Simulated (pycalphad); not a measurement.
Source of the numbers: pycalphad with the COST 507 light-alloy database (1999); pressure 1 atm. These are 1990s assessments: newer ones move some temperatures and phases.

**Question.** How does the equilibrium phase assembly of Al-1Si (at.%) change on cooling from 1577 °C to 227 °C?

**Answer.** 
```csv
T (°C),phases above,phases below
654.1,LIQUID,FCC_A1 + LIQUID
602.9,FCC_A1 + LIQUID,FCC_A1
529.4,FCC_A1,DIAMOND_A4 + FCC_A1
```
Changes were sought between steps of 50 K, so a narrower field can be missed.

FCC_A1 is fcc; DIAMOND_A4 is diamond (Si).
